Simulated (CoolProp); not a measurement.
Methane at 350.36 K and 0.202 MPa is throttled through a valve to 0.0408 MPa with no heat exchange. Each further row changes one setting.

Computed with CoolProp (reference Helmholtz-energy equation of state, Setzmann 1991).

```csv
case,temperature change (K),final density (kg/m³)
as stated,-0.5,?
outlet pressure 0.0122 MPa,?,?
outlet pressure 0.053 MPa,-0.5,0.292
```

Problem. What belongs in the gaps?

Solution. 
- as stated, final density (kg/m³): 0.225
- outlet pressure 0.0122 MPa, temperature change (K): -0.6
- outlet pressure 0.0122 MPa, final density (kg/m³): 0.0673
